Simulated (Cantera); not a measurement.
Feed: 1 mol Al, 23 mol N2, 23 mol O2, at 600 °C and 30.8 Torr.

Equilibrium computed with Cantera from the NASA thermochemical tables; the gas is ideal and each condensed phase is pure. Candidate condensed phases: Al, AlN, Al2O3; 16 gas species. Equilibrium is a limit: real reactors are often held back by kinetics, nucleation or transport.

Base state: N2 0.508, O2 0.492 (mole fractions); condensed: Al2O3(s).

Task: What changes in the equilibrium state with this change: temperature from 600 °C to 1550 °C?

Result: 
| species | before | after |
|---|---|---|
| N2 | 0.508 | 0.505 |
| O2 | 0.492 | 0.489 |
| NO | 7.77e-6 | 0.00548 |
| O | <1e-9 | 0.000521 |
| Al2O3(s), mol | 0.500 | 0.500 |
